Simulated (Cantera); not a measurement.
Silicon oxide and oxynitride deposition: SiH2Cl2 + O3

A closed system holds: 1 mol SiH2Cl2, a varied amount of O3, equilibrated at 875 K and 10.0 mbar.

Equilibrium computed with Cantera from the NASA thermochemical tables; the gas is ideal and each condensed phase is pure. Candidate condensed phases: H2O, Si, SiO2; 30 gas species. The tables' values for SiCl3 are old estimates; treat these amounts as uncertain. Rates play no part.

From 0.066 mol O3 to 0.32 mol O3 the condensed part is Si(s) + SiO2(β-quartz). From 0.45 mol O3 to 0.61 mol O3 the condensed part is SiO2(β-quartz). The main Si-bearing gas is SiCl4 throughout.

```tsv
n(O3) (mol)	log p HCl	log p H2	log p SiCl4	log p SiHCl3	log p SiCl3	n Si(s)	n SiO2(β-quartz)
0.066	-3.92	-2.19	-2.52	-3.45	-4.91	0.391	0.0990
0.091	-3.92	-2.19	-2.52	-3.45	-4.91	0.354	0.137
0.12	-3.92	-2.19	-2.52	-3.45	-4.91	0.310	0.180
0.17	-3.92	-2.19	-2.52	-3.45	-4.91	0.235	0.255
0.24	-3.92	-2.19	-2.52	-3.45	-4.91	0.130	0.360
0.32	-3.92	-2.19	-2.52	-3.45	-4.91	0.0102	0.480
0.45	-2.38	-2.41	-2.71	-5.41	-6.76	0	0.675
0.61	-2.06	-3.05	-3.35	-7.00	-8.04	0	0.915
```
log p: log10 of the partial pressure in bar; n: condensed amount in mol.
